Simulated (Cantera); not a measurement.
A perfectly stirred reactor is fed with 5.00 % CH₄, 20.0 % O₂, 75.0 % N₂, equivalence ratio 0.50, at 1.97 atm; it is adiabatic with a 748 K inlet, and is followed from long to short residence time, starting on the burning branch (τ in s: 0.074, 0.031, 0.013, 0.0057, 0.0024, 0.001, 0.00044, 0.00019, 8e-05).

Detailed kinetics in Cantera: GRI-Mech 3.0 (53 species, 325 reactions).

x: mole fraction; the columns are a selection and need not sum to one.

```
τ (s)    T (K)  x CH₄    x O₂      x H₂     x NO   x CO₂
-------  -----  -----  ------  --------  -------  ------
0.074     1844      ?  0.0998   4.65e-5  2.46e-5  0.0498
0.031     1841      ?  0.0998   7.49e-5  1.85e-5  0.0496
0.013     1836      ?  0.0998  0.000127  1.51e-5  0.0493
0.0057    1829      ?  0.0999  0.000212  1.28e-5  0.0488
0.0024    1817      ?   0.100  0.000363  1.03e-5  0.0479
0.0010    1796      ?   0.101  0.000614  7.95e-6  0.0463
0.00044   1765      ?   0.102  0.000980  6.06e-6  0.0436
0.00019   1714      ?   0.104   0.00154  4.20e-6  0.0387
8.0e-5    1603      ?   0.113   0.00278  1.41e-6  0.0268
```

### Question
Some entries are withheld; supply them.

### Answer

- 0.074, x CH₄: 7.60e-6
- 0.031, x CH₄: 1.39e-5
- 0.013, x CH₄: 2.48e-5
- 0.0057, x CH₄: 4.22e-5
- 0.0024, x CH₄: 7.40e-5
- 0.0010, x CH₄: 0.000133
- 0.00044, x CH₄: 0.000243
- 0.00019, x CH₄: 0.000505
- 8.0e-5, x CH₄: 0.00179
